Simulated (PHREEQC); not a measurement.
Model water analysis in mg/kgw, 60 °C, pH 6.44: Na 6770; K 77.1; Ca 1250; Mg 222; Cl 10900; S(6) as SO4 2700; Alkalinity as HCO3 0.0633; Sr 4.33.

Valence states are taken as typed.

All values are PHREEQC results (Pitzer model, pitzer.dat), not measurements.

Problem. The ionic strength comes out as 0.439 mol/kgw. What activity coefficients do Na+, Cl-, K+, Sr+2, Mg+2 get?

Solution. Na+ 0.70, Cl- 0.65, K+ 0.67, Sr+2 0.20, Mg+2 0.22. Single-ion values are on the MacInnes scale.

This is a speciation only: nothing precipitates in the calculation. Away from 25 °C the constants follow the database's enthalpies or fits; those with neither stay at their 25 °C values.
